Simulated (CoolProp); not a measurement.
The numbers come from the reference Helmholtz-energy equation of state, Lemmon 2006 in CoolProp. It is a short technical equation, of lower accuracy than the large ones.

Problem. Give the vapour pressure (MPa), liquid density (kg/m³), vapour density (kg/m³), enthalpy of vaporisation (kJ/kg) of saturated neopentane at 350.1, 378.7 K.

Solution. 
| T (K) | p (MPa) | liquid density (kg/m³) | vapour density (kg/m³) | enthalpy of vaporisation (kJ/kg) |
|---|---|---|---|---|
| 350.1 | 0.688 | 520 | 20.6 | 253 |
| 378.7 | 1.25 | 475 | 38.7 | 215 |
